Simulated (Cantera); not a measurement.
What does this Cantera script print?

```python
import numpy as np
import cantera as ct

gas_names = """
    Fe FeO Fe(OH)2 H HO2 H2 H2O H2O2 H2S H2SO4 O OH O2 O3 S SH SO SO2 SO3 S2 S2O S8
""".split()
cond_names = """
    Fe(a) Fe(c) Fe(d) Fe(L) FeO(s) FeO(L) Fe(OH)2(s) Fe(OH)3(s) FeS(a) FeS(b) FeS(c) FeS(L) FeSO4(s)
    FeS2(s) Fe2O3(s) Fe2S3O12(s) Fe3O4(s) H2O(s) H2O(L) H2SO4(L) S(cr1) S(cr2) S(L)
""".split()


# ... load() reads the species with a 1 bar reference pressure and builds the phases ...
atoms = {
    'Fe2O3': {'Fe': 2, 'O': 3},
    'H2O': {'H': 2, 'O': 1},
    'H2': {'H': 2},
    'H2S': {'H': 2, 'S': 1},
}
top_T = {'FeSO4(s)': 950, 'FeS2(s)': 1010, 'Fe2O3(s)': 1830, 'Fe2S3O12(s)': 1100, 'Fe3O4(s)': 1870}  # K; cautious upper limits of use, not melting points


# ... equilibrate(T, P, feed) seeds the gas with the atoms and calls Mixture.equilibrate('TP', solver="vcs", rtol=1e-11, max_steps=5000) ...
results = []
feed = {'Fe2O3': 1, 'H2O': 1.3, 'H2': 0.14, 'H2S': 0.0017}  # mol
P = 1000  # Pa
for T in [798, 948, 1098, 1248, 1398, 1548, 1698]:
    mix = equilibrate(T, P, feed)
    results.append((T, P, feed, dict(zip(mix.species_names, mix.species_moles))))

top = {s: max(r[3][s] / sum(r[3][g] for g in gas_names) for r in results) for s in gas_names}
cols = sorted((s for s in top if top[s] > 0.001), key=lambda s: -top[s])[:8]
seen = [c for c in cond_names if any(r[3].get(c, 0) > 1e-12 for r in results)]
print("log10 of partial pressures in bar; condensed amounts in mol")
print(f"{'T/K':>10s}" + "".join(f"{s[:9]:>10s}" for s in cols + seen))
for T, P, feed, n in results:
    ng = sum(n[g] for g in gas_names)
    print(f"{T:10.4g}" + "".join(f"{np.log10(max(n[s] / ng * P / 1e5, 1e-99)):10.3f}" for s in cols)
          + "".join(f"{n.get(c, 0):10.4g}" for c in seen))
```

Output:

```
log10 of partial pressures in bar; condensed amounts in mol
       T/K       H2O        O2        OH       SO2  Fe2O3(s)  Fe3O4(s)
       798    -2.001   -16.908   -13.644    -4.929    0.5648    0.2902
       948    -2.001   -11.867   -10.703    -4.929    0.5648    0.2902
      1098    -2.001    -8.266    -8.579    -4.929    0.5648    0.2902
      1248    -2.001    -5.567    -6.974    -4.929    0.5624    0.2917
      1398    -2.016    -3.462    -5.724    -4.945    0.2548    0.4968
      1548    -2.028    -3.214    -5.079    -4.957         0    0.6667
      1698    -2.029    -3.216    -4.594    -4.957         0    0.6667
```

These are equilibrium values from Cantera (NASA tables, ideal gas, pure condensed phases), not measurements of a reactor. Mutual solubility and eutectic melting of coexisting phases are not modelled.
